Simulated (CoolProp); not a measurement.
Vapour-liquid equilibrium of cyclohexane (1) + m-xylene (2) at 296.5 K; x and y are mole fractions of (1).

The numbers come from the multi-fluid Helmholtz-energy mixture model, Zhou 2014 and Zhou 2012; pair parameters Bell 2016 in CoolProp.

| x | bubble pressure, mixture model (kPa) | bubble pressure, Raoult's law (kPa) | y, mixture model | y, Raoult's law |
|---|---|---|---|---|
| 0.05 | 1.821 | 1.568 | 0.470 | 0.385 |
| 0.125 | 2.959 | 2.398 | 0.698 | 0.630 |
| 0.2 | 4.007 | 3.228 | 0.794 | 0.748 |
| 0.275 | 4.968 | 4.058 | 0.848 | 0.819 |
| 0.35 | 5.849 | 4.887 | 0.882 | 0.865 |
| 0.425 | 6.661 | 5.717 | 0.906 | 0.898 |
| 0.5 | 7.416 | 6.547 | 0.924 | 0.922 |
| 0.575 | 8.127 | 7.377 | 0.939 | 0.942 |
| 0.65 | 8.811 | 8.207 | 0.951 | 0.957 |
| 0.725 | 9.481 | 9.037 | 0.962 | 0.969 |
| 0.8 | 10.15 | 9.866 | 0.973 | 0.979 |
| 0.875 | 10.84 | 10.70 | 0.983 | 0.988 |
| 0.95 | 11.57 | 11.53 | 0.993 | 0.996 |

The largest gap from Raoult's law is +24.1 % in bubble pressure, at x = 0.2. No azeotrope shows between x = 0.05 and 0.95.

The pair parameters rest on a limited set of measurements; away from them the model extrapolates.
